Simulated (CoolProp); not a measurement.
Vapour-liquid equilibrium of R22 (1) + methanol (2) at 294 K; x and y are mole fractions of (1).

Values from CoolProp's multi-fluid Helmholtz-energy mixture model, Kamei 1995 and de Reuck 1993; pair parameters Bell 2016.

Q: Give the bubble pressure and the first vapour's composition at x = 0.25, 0.55, 0.95. Is there an azeotrope?

A: x = 0.25: 0.3387 MPa, y = 0.964; x = 0.55: 0.5921 MPa, y = 0.984; x = 0.95: 0.8814 MPa, y = 0.997. No azeotrope shows between x = 0.05 and 0.95.

Pair parameters are fitted to limited data, so mixtures are less certain than the pure fluids. The gap from Raoult's law changes sign with composition, which may be real or a fault of the pair parameters; it wasn't checked against measurements. With so large a gap from Raoult's law the liquid may split in two, which this calculation doesn't test in full.
